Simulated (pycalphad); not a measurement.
Source of the numbers: pycalphad with the COST 507 light-alloy database (1999); pressure 1 atm. The database dates from 1999; later assessments differ in places, in temperatures and in the compounds included. The system is extrapolated from its subsystems; higher-order compounds may be missing. Phase fractions are per mole of atoms.

Q: Give the equilibrium state of Ti-10.67Fe-0.4579Si (wt.%) at 1377 °C.

A: bcc, fraction 0.549, with 7.1 Fe, 0.18 Si wt.%; liquid, fraction 0.451, with 15.0 Fe, 0.79 Si wt.%.

Q: Give the equilibrium state of Ti-10.67Fe-0.4579Si (wt.%) at 627 °C.

A: bcc, fraction 0.913, with 11.7 Fe, 0.32 Si wt.%; hcp, fraction 0.077, with 0.08 Fe, 0.24 Si wt.%; SITI3, fraction 0.010, with no Fe, 16.4 Si wt.%.

Database names, with the compositions (at.%) that they take in these runs: SITI3: Ti 75 Si 25. An entry "none" or "no" means that the model of the phase leaves that element out.
